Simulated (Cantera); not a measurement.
An isothermal, constant-pressure homogeneous reactor starts with 12.8 % NH3, 87.2 % H2, at 1625 K and 1.00 bar.

Cantera simulation using the gas-phase N/H chemistry of the illustrative SiF4/NH3 mechanism in the Surface Chemkin manual (1991); the numbers are that mechanism's predictions, not measurements. Walls and surfaces, which speed up NH3 decomposition in real reactors, are not modelled.

Task: Predict: x(NH3) at 20.0 s; x(H2) at 20.0 s; x(N2H2) at 20.0 s; x(NH) at 20.0 s; x(N2H4) at 20.0 s.

Result: 
| Quantity | Value |
|---|---|
| x(NH3) at 20.0 s | 0.0686 (gas-phase equilibrium 9.44e-6) |
| x(H2) at 20.0 s | 0.905 (gas-phase equilibrium 0.943) |
| x(N2H2) at 20.0 s | 4.94e-9 (gas-phase equilibrium <1e-12) |
| x(NH) at 20.0 s | 5.55e-8 (gas-phase equilibrium 8.55e-12) |
| x(N2H4) at 20.0 s | 2.69e-9 (gas-phase equilibrium <1e-12) |
